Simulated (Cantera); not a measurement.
Input: 1 mol Fe(CO)5, 0.098 mol O2, 0.19 mol H2, at 210 Pa.

These are equilibrium values from Cantera (NASA tables, ideal gas, pure condensed phases), not measurements of a reactor. Candidate condensed phases: C, C6H6, C7H8, C8H18, Fe, Fe(CO)5, FeO, Fe(OH)2, Fe(OH)3, Fe2O3, Fe3O4, H2O; 114 gas species. Equilibrium is a limit: real reactors are often held back by kinetics, nucleation or transport. All values below are at 1275 K.

Base state: CO 0.928, CO2 0.0356, H2 0.0344, H2O 0.00219 (mole fractions); condensed: Fe(γ).

### Question
What changes in the equilibrium state with this change: Fe(CO)5 replaced by PbO?

### Answer
| species | before | after |
|---|---|---|
| H2O | 0.00219 | 0.823 |
| PbO | 0 | 0.138 |
| O2 | <1e-9 | 0.0215 |
| CO | 0.928 | 0 |
| CO2 | 0.0356 | 0 |
| Pb | 0 | 0.0170 |
| H2 | 0.0344 | 6.77e-6 |
| OH | 2.21e-9 | 5.92e-5 |
| Fe(γ), mol | 1.000 | 0 |
| PbO(l), mol | 0 | 0.964 |
Gases not in the tables: (PbO)n polymers. Further candidate phases: Pb, PbO, PbO2, Pb3O4.
